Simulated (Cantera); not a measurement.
Al2O3 + HCl + O2 (chemical vapour transport)

Charge: 1 mol Al2O3, 0.052 mol HCl, 0.015 mol O2, at 31.0 mbar.

Method: chemical equilibrium by Gibbs-energy minimisation in Cantera with the NASA 1993 tables (ideal gas, pure condensed phases). Candidate condensed phases: Al, AlCl3, Al2O3, H2O; 29 gas species. Condensed phases not in the tables: AlOCl. Equilibrium is a limit: real reactors are often held back by kinetics, nucleation or transport.

From 725 K to 1625 K the condensed part is Al2O3(s).

| T (K) | x HCl | x H2O | x Cl2 | x O2 | x Cl | x OH | n Al2O3(s) |
|---|---|---|---|---|---|---|---|
| 725 | 0.406 | 0.230 | 0.230 | 0.135 | 3.73e-6 | 2.27e-10 | 1.00 |
| 825 | 0.508 | 0.166 | 0.166 | 0.159 | 3.80e-5 | 5.24e-9 | 1.00 |
| 925 | 0.579 | 0.122 | 0.122 | 0.176 | 0.000230 | 5.95e-8 | 1.00 |
| 1025 | 0.627 | 0.0926 | 0.0921 | 0.188 | 0.000964 | 4.13e-7 | 1.00 |
| 1125 | 0.658 | 0.0727 | 0.0711 | 0.195 | 0.00311 | 2.01e-6 | 1.00 |
| 1225 | 0.677 | 0.0595 | 0.0554 | 0.200 | 0.00816 | 7.58e-6 | 1.00 |
| 1325 | 0.686 | 0.0515 | 0.0425 | 0.202 | 0.0181 | 2.36e-5 | 1.00 |
| 1425 | 0.685 | 0.0481 | 0.0309 | 0.201 | 0.0343 | 6.44e-5 | 1.00 |
| 1525 | 0.675 | 0.0492 | 0.0209 | 0.198 | 0.0566 | 0.000160 | 1.00 |
| 1625 | 0.656 | 0.0545 | 0.0132 | 0.193 | 0.0828 | 0.000368 | 1.000 |
x: gas mole fraction; n: condensed amount in mol.
